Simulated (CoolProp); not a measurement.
Vapour-liquid equilibrium of ethylene (1) + ethane (2) at 18.4 bar; x and y are mole fractions of (1).

Computed with CoolProp (multi-fluid Helmholtz-energy mixture model, Smukala 2000 and Bücker 2006; pair parameters Bell 2016).

**Question.** Give the bubble temperature and the first vapour's composition at x = 0.05, 0.65, 0.95. Is there an azeotrope?

**Answer.** x = 0.05: -12.0 °C, y = 0.076; x = 0.65: -25.7 °C, y = 0.731; x = 0.95: -31.0 °C, y = 0.965. No azeotrope shows between x = 0.05 and 0.95.

The pair parameters rest on a limited set of measurements; away from them the model extrapolates.
